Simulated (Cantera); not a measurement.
Premixed flame

A freely propagating, adiabatic, planar premixed flame of H2 : O2 : N2 = 1 : 0.172 : 0.648 (molar parts), equivalence ratio 2.9, unburnt at 650 K and 0.987 atm; unity-Lewis-number transport, grid criteria slope 0.08 and curve 0.16, no radiation.

Cantera simulation using the H2/O2 subset of GRI-Mech 3.0, which has no nitrogen chemistry; the numbers are that mechanism's predictions, not measurements. Unity Lewis numbers drop preferential diffusion, which matters most where H2 and H carry the flame. Burning velocities carry a grid error of a few per cent, more on coarse grids.

```tsv
z (mm)	T (K)	u (m/s)	x H2	x O2	x OH	x HO2	x H	x H2O2
-1.39	650	5.70	0.549	0.0945	<1e-8	<1e-8	<1e-8	<1e-8
-0.927	650	5.70	0.549	0.0945	<1e-8	3.03e-8	<1e-8	<1e-8
-0.695	650	5.70	0.549	0.0945	<1e-8	2.98e-7	<1e-8	<1e-8
-0.463	651	5.71	0.549	0.0944	<1e-8	6.14e-6	3.87e-8	1.06e-7
-0.232	695	6.08	0.545	0.0917	1.70e-5	0.000144	0.000201	2.45e-6
-0.116	898	7.76	0.518	0.0771	0.000210	0.000107	0.00629	2.15e-6
0	1239	10.5	0.429	0.0380	0.000952	3.90e-5	0.0440	5.25e-7
0.116	1460	12.2	0.359	0.00851	0.00152	7.89e-6	0.0775	2.52e-7
0.232	1566	13.0	0.346	0.00145	0.00166	1.24e-6	0.0783	1.68e-7
0.463	1671	13.7	0.353	0.000127	0.00176	1.10e-7	0.0654	1.19e-7
0.927	1777	14.5	0.364	4.43e-5	0.00170	4.42e-8	0.0491	7.23e-8
1.85	1872	15.1	0.374	2.43e-5	0.00145	2.65e-8	0.0345	3.76e-8
3.71	1947	15.6	0.383	1.13e-5	0.00109	1.39e-8	0.0226	1.73e-8
```
x: mole fraction of selected species; z is measured from the peak of heat release.

The laminar burning velocity is 570 cm/s. The thermal thickness comes out as 0.463 mm. The peak x(OH) comes out as 0.00177, the peak x(HO2) is 0.000157 and the peak x(H) comes out as 0.0802. The peak x(H2O2) is 2.96e-6.
